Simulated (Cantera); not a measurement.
Input (Python, Cantera) and output of one run.

```python
import numpy as np
import cantera as ct

gas_names = """
    Fe FeO Fe(OH)2 H HO2 H2 H2O H2O2 O OH O2 O3
""".split()
cond_names = """
    Fe(a) Fe(c) Fe(d) Fe(L) FeO(s) FeO(L) Fe(OH)2(s) Fe(OH)3(s) Fe2O3(s) Fe3O4(s) H2O(s) H2O(L)
""".split()


# ... load() reads the species with a 1 bar reference pressure and builds the phases ...
atoms = {
    'Fe': {'Fe': 1},
    'H2O': {'H': 2, 'O': 1},
    'H2': {'H': 2},
}
top_T = {'Fe2O3(s)': 1830, 'Fe3O4(s)': 1870}  # K; cautious upper limits of use, not melting points


# ... equilibrate(T, P, feed) seeds the gas with the atoms and calls Mixture.equilibrate('TP', solver="vcs", rtol=1e-11, max_steps=5000) ...
results = []
feed = {'Fe': 1, 'H2O': 0.26, 'H2': 14}  # mol
T = 1350  # K
P = 750000  # Pa
mix = equilibrate(T, P, feed)
results.append((T, P, feed, dict(zip(mix.species_names, mix.species_moles))))
x = sorted(zip(gas.X, gas.species_names), reverse=True)
print(f"T = {T:g} K  P = {P:g} Pa  gas = {mix.phase_moles(0):.4g} mol")
print("   x: " + "  ".join(f"{s} {v:.3e}" for v, s in x if v > 1e-05))
print("   condensed (mol): " + ("  ".join(f"{mix.phase(i).name} {mix.phase_moles(i):.4g}"
      for i in range(1, mix.n_phases) if mix.phase_moles(i) > 1e-12) or "none"))
```

It prints:

```
T = 1350 K  P = 750000 Pa  gas = 14.26 mol
   x: H2 9.818e-01  H2O 1.823e-02
   condensed (mol): Fe(c) 1
```

These are equilibrium values from Cantera (NASA tables, ideal gas, pure condensed phases), not measurements of a reactor.
